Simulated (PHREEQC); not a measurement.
A solution holds 0.0017 mol/kgw HF, 0.00078 mol/kgw H2SiF6, 9.8e-05 mol/kgw H3BO3 and 0.0019 mol/kgw HNO3, at 25 °C. Closed to the air; pH follows from the charge balance.

All values are PHREEQC results (ion-association model, wateq4f.dat), not measurements.

Question: The ionic strength comes out as 0.00413 mol/kgw. What activity coefficients do BF3OH-, H+, NO3-, SiF6-2, BF2(OH)2- get?

Answer: BF3OH- 0.93, H+ 0.94, NO3- 0.93, SiF6-2 0.76, BF2(OH)2- 0.93.

Precipitation was switched off in this run. Saturation is exceeded, for instance for Quartz (slow to form); the values hold only as long as no solid forms. Complexes and solids missing from the database can't appear. SiF6-2 is the database's only silicon fluoride. Real BF4- forms and hydrolyses slowly; the run takes it at equilibrium.
